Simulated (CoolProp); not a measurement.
Sulfur hexafluoride at 293.15 K and 1.43 MPa is throttled through a valve to 0.141 MPa with no heat exchange. Each further row changes one setting.

The numbers come from the reference Helmholtz-energy equation of state, Guder 2009 in CoolProp.

```
case                        temperature change (K)  final density (kg/m³)
--------------------------  ----------------------  ---------------------
as stated                                      [?]                    [?]
outlet pressure 0.0423 MPa                   -17.0                    [?]
outlet pressure 0.183 MPa                    -15.4                   11.9
```

Q: Complete the blanks.

A: 
- as stated, temperature change (K): -15.9
- as stated, final density (kg/m³): 9.12
- outlet pressure 0.0423 MPa, final density (kg/m³): 2.71
